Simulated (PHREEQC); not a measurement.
0.86 g of hydrous ferric oxide (600 m²/g; 0.2 weak and 0.005 strong sites per Fe, Dzombak-Morel constants, diffuse double layer) in 1 kg of water with 0.005 mol/kgw of an inert sodium salt and 0.00014 mol MnCl2 and 7e-06 mol H3BO3, at 25 °C; the pH is set by adding NaOH or the inert anion's acid. No oxygen is let in. CO2 from the air is kept out. Precipitation was switched off in this run.

Model: ion-association model, wateq4f.dat, run in PHREEQC.

| pH | Mn sorbed (%) | B sorbed (%) | surface charge σ (C/m²) | surface potential ψ (mV) |
|---|---|---|---|---|
| 4 | 0.0 | 0.4 | 0.190 | 192 |
| 4.67 | 0.1 | 0.5 | 0.121 | 170 |
| 5.33 | 0.8 | 0.6 | 0.072 | 144 |
| 6.67 | … | 0.6 | … | 82 |
| 7.33 | 68.1 | 0.6 | 0.009 | … |
| 8 | 96.7 | 0.5 | 0.002 | 14 |
| 8.67 | … | 0.4 | -0.004 | -24 |
| 9.33 | 100.0 | 0.2 | -0.012 | -60 |
| 10.67 | 100.0 | 0.0 | -0.053 | -127 |
| 11.33 | 100.0 | 0.0 | -0.101 | -153 |
| 12 | 100.0 | 0.0 | -0.194 | -166 |

Question: What belongs in the gaps?

Answer: 
- 6.67, Mn sorbed (%): 32.4
- 6.67, surface charge σ (C/m²): 0.020
- 7.33, surface potential ψ (mV): 49
- 8.67, Mn sorbed (%): 99.8
